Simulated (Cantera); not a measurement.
# B2O3 + HF + H2 (oxide etching and cleaning by halides)

Charge: 1 mol B2O3, 24 mol HF, 8.9 mol H2, held at 35.0 Pa.

Cantera equilibrium calculation (NASA polynomials, part measured and part estimated; ideal gas, pure solids and liquids). Candidate condensed phases: B, B2O3, B3O3H3, H2O; 43 gas species. Rates play no part.

| T (K) | log p HF | log p H2 | log p H2O | log p BF3 | log p BOF |
|---|---|---|---|---|---|
| 850 | -3.70 | -4.01 | -4.48 | -4.66 | -8.93 |
| 1000 | -3.70 | -4.01 | -4.49 | -4.66 | -6.77 |
| 1150 | -3.69 | -4.02 | -4.55 | -4.76 | -5.37 |
| 1300 | -3.66 | -4.03 | -4.78 | -5.18 | -4.85 |
| 1450 | -3.65 | -4.04 | -4.94 | -5.84 | -4.72 |
| 1600 | -3.64 | -4.04 | -4.99 | -6.55 | -4.70 |
| 1750 | -3.64 | -4.04 | -5.00 | -7.19 | -4.70 |
log p: log10 of the partial pressure in bar; nothing condenses.

From 850 K to 1750 K nothing is condensed. The main B-bearing gas is BF3 at 850 K and BOF at 1750 K.
